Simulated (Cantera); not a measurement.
An adiabatic, constant-pressure homogeneous reactor starts with CH₄ : C₂H₆ : C₃H₈ : O₂ : N₂ = 1 : 0.12 : 1.4 : 6.73 : 25.3 (molar parts), at 1275 K and 170000 Pa.

Computed with Cantera and GRI-Mech 3.0 (53 species, 325 reactions). GRI-Mech 3.0 was tuned for natural gas; its chemistry of propane as a main component is partial and can be far from experiment.

One state of this run: T (K) = 2690; x CH₄ = <1e-12; x C₂H₆ = <1e-12; x C₃H₈ = <1e-12; x HO₂ = 6.34e-7; x H₂O = 0.148; x CO₂ = 0.0443. x: mole fraction; the columns are a selection and need not sum to one.

Task: Which value of t (s) does it belong to?
A) 0.00826
B) 7.00e-6
C) 7.40e-5
D) 0.000240

Result: A, 0.00826
